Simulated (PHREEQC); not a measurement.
Consider water at 35 °C with 1 mmol/kgw K2HPO4 and 3.8 mmol/kgw NH4Cl. Closed to the air; pH follows from the charge balance.

Model: ion-association model, wateq4f.dat, run in PHREEQC.

```json
[
 {"quantity": "pH", "before": "7.70", "after": "7.71"},
 {"quantity": "H2PO4- (mol/kgw)", "before": "0.000189", "after": "2.14e-5"},
 {"quantity": "KHPO4- (mol/kgw)", "before": "2.24e-6", "after": "2.73e-8"},
 {"quantity": "PO4-3 (mol/kgw)", "before": "3.40e-8", "after": "2.56e-9"}
]
```

### Question
Which change was made?
A) NH4Cl left out
B) temperature from 35 to 60 °C
C) diluted 10-fold with water
D) NH4Cl replaced by FeCl2 at the same molality
E) NH4Cl from 0.0038 to 0.0076 mol/kgw

### Answer
C, diluted 10-fold with water

Precipitation was switched off in this run. H3PO4, which wateq4f.dat lacks, is added to it with the constant of phreeqc.dat.
